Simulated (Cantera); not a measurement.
## Equilibrium for silicon carbide growth: Si(CH3)4 + C2H2 + H2

A closed system holds: 1 mol Si(CH3)4, 0.25 mol C2H2, 1000 mol H2, equilibrated at 0.710 bar.

Cantera equilibrium calculation (NASA polynomials, part measured and part estimated; ideal gas, pure solids and liquids). Candidate condensed phases: C, C6H6, C7H8, C8H18, Si, SiC; 87 gas species. Gases not in the tables: Si2H6 and higher silanes. The numbers say what is thermodynamically allowed, not how fast it happens.

| T (K) | x H2 | x H | x CH4 | x C2H2 (acetylene) | x Si | x CH3 | n SiC(s) | n C(graphite) |
|---|---|---|---|---|---|---|---|---|
| 1225 | 0.997 | 3.69e-7 | 0.00349 | 2.30e-8 | <1e-12 | 2.49e-8 | 1.000 | 0 |
| 1325 | 0.997 | 1.94e-6 | 0.00349 | 4.60e-7 | <1e-12 | 1.34e-7 | 1.000 | 0 |
| 1425 | 0.997 | 8.08e-6 | 0.00266 | 3.52e-6 | 1.21e-11 | 4.34e-7 | 1.000 | 0.819 |
| 1525 | 0.998 | 2.81e-5 | 0.00161 | 1.21e-5 | 2.13e-10 | 9.21e-7 | 1.000 | 1.85 |
| 1625 | 0.999 | 8.37e-5 | 0.00104 | 3.55e-5 | 2.62e-9 | 1.78e-6 | 1.000 | 2.38 |
| 1725 | 0.999 | 0.000220 | 0.000708 | 9.20e-5 | 2.41e-8 | 3.17e-6 | 1.000 | 2.60 |
| 1825 | 0.999 | 0.000522 | 0.000502 | 0.000215 | 1.73e-7 | 5.30e-6 | 0.999 | 2.55 |
| 1925 | 0.998 | 0.00113 | 0.000369 | 0.000457 | 1.01e-6 | 8.38e-6 | 0.995 | 2.20 |
| 2025 | 0.997 | 0.00228 | 0.000280 | 0.000902 | 4.93e-6 | 1.26e-5 | 0.984 | 1.39 |
| 2125 | 0.994 | 0.00430 | 0.000216 | 0.00164 | 2.09e-5 | 1.81e-5 | 0.949 | 0 |
x: gas mole fraction; n: condensed amount in mol.

From 1225 K to 1325 K the condensed part is SiC(s). From 1425 K to 2025 K the condensed part is C(graphite) + SiC(s). At 2125 K the condensed part is SiC(s).
